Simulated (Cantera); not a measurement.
Gas mixture: H2O : C2H4 : CH4 = 0.52 : 0.84 : 0.79 (molar parts), at 83000 Pa, frozen composition.

Cantera's kinetic-theory transport with the Lennard-Jones parameters of GRI-Mech 3.0, ideal gas; thermal conductivity in the mixture-averaged form. Polar gases are described roughly by these parameters. The composition is frozen, though it would react at the higher temperatures.

D: mixture-averaged diffusion coefficient of that species in the mixture.

```tsv
T (K)	ρ (kg/m³)	cp (J/kg/K)	μ (µPa s)	λ (mW/m/K)	Pr	D (cm²/s) H2	D (cm²/s) H	D (cm²/s) CO2
400	0.529	2062	___	40.0	0.716	1.43	2.20	0.303
550	0.385	2497	___	63.1	0.729	2.48	3.91	0.549
700	0.303	2883	___	88.1	0.738	3.73	5.97	0.849
850	0.249	3192	___	114	0.738	5.17	8.36	1.20
1000	0.212	3479	___	140	0.743	6.78	11.0	1.59
1150	0.184	3713	___	166	0.744	8.56	14.0	2.03
1300	0.163	3913	36.4	191	0.745	10.5	17.2	2.50
1450	0.146	4082	39.4	216	0.745	12.6	20.7	3.01
1600	0.132	4226	42.3	240	0.744	14.8	24.4	3.56
```

Task: Some entries are withheld; supply them.

Result: 
- 400, μ (µPa s): 13.9
- 550, μ (µPa s): 18.4
- 700, μ (µPa s): 22.5
- 850, μ (µPa s): 26.4
- 1000, μ (µPa s): 29.9
- 1150, μ (µPa s): 33.2
